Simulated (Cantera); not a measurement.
A diamond (100) surface in a fixed gas of H2 with x(CH4) = 0.024, x(H) = 0.0035, x(CH3) = 0.00012, 0.0250 bar; coverages are run to steady state.

Cantera simulation using the Harris–Goodwin 1993 mechanism for the reconstructed diamond (100) surface; the numbers are that mechanism's predictions, not measurements.

θ: site fractions in the mechanism's names (c6HH fully hydrogenated, c6H* and c6*H radical sites, c6** diradical, c6HM methylated).

```tsv
T (K)	growth (µm/h)	θ c6HH	θ c6H*	θ c6*H	θ c6**	θ c6HM
925	1.04	0.647	0.0118	0.305	0.00521	0.0246
975	1.30	0.605	0.0157	0.346	0.00777	0.0190
1025	___	0.565	___	___	___	___
1075	1.33	0.527	0.0250	0.420	0.0151	0.00833
1125	0.982	0.492	0.0302	0.451	0.0199	0.00403
1175	___	0.459	___	0.477	___	___
1225	0.488	0.429	0.0408	0.497	0.0312	0.000609
1275	0.441	0.402	0.0461	0.513	0.0373	0.000225
1325	0.440	0.379	0.0512	0.526	0.0437	8.36e-5
1375	0.406	0.359	0.0563	0.535	0.0500	3.10e-5
```

**Question.** What belongs in the gaps?

**Answer.** 
- 1025, growth (µm/h): 1.45
- 1025, θ c6H*: 0.0202
- 1025, θ c6*H: 0.385
- 1025, θ c6**: 0.0111
- 1025, θ c6HM: 0.0137
- 1175, growth (µm/h): 0.656
- 1175, θ c6H*: 0.0354
- 1175, θ c6**: 0.0253
- 1175, θ c6HM: 0.00163
